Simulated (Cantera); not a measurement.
An adiabatic, constant-volume homogeneous reactor starts with CH3OH : O2 : N2 = 1 : 4.41 : 14.6 (molar parts), equivalence ratio 0.34, at 1400 K and 4.93 atm.

Detailed kinetics in Cantera: GRI-Mech 3.0 (53 species, 325 reactions). GRI-Mech 3.0 was tuned for natural gas; its chemistry of methanol as a main component is partial and can be far from experiment.

Problem. Predict: time of steepest temperature rise; temperature at 0.600 s; equilibrium temperature; x(O2) at 0.600 s; x(CO) at 0.600 s; x(NO) at 0.600 s.

Solution. 
| Quantity | Value |
|---|---|
| time of steepest temperature rise | 0.188 ms |
| temperature at 0.600 s | 2404 K |
| equilibrium temperature | 2404 K |
| x(O2) at 0.600 s | 0.133 (gas-phase equilibrium 0.133) |
| x(CO) at 0.600 s | 0.000961 (gas-phase equilibrium 0.000961) |
| x(NO) at 0.600 s | 0.0146 (gas-phase equilibrium 0.0146) |
